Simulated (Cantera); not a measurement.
Input: 1 mol borazine, 6.5 mol O2, 7.4 mol H2, 42 mol N2, at 1.00 Torr.

These are equilibrium values from Cantera (NASA tables, ideal gas, pure condensed phases), not measurements of a reactor. Candidate condensed phases: B, BN, B2O3, B3O3H3, H2O; 39 gas species. The feed counts by its element totals alone. Gases not in the tables: H3BO3. Rates play no part.

**Question.** Which condensed phases are stable at each of these points (T (K)): 1248, 1348, 1448, 1548, 1648, 1748, 1848, 1948?

**Answer.** 
```csv
T (K),condensed phases,B condensed (%)
1248,B2O3(l),69.2
1348,B2O3(l),1.4
1448,gas only,0.0
1548,gas only,0.0
1648,gas only,0.0
1748,gas only,0.0
1848,gas only,0.0
1948,gas only,0.0
```

From 1248 K to 1348 K the condensed part is B2O3(l). From 1448 K to 1948 K nothing is condensed.
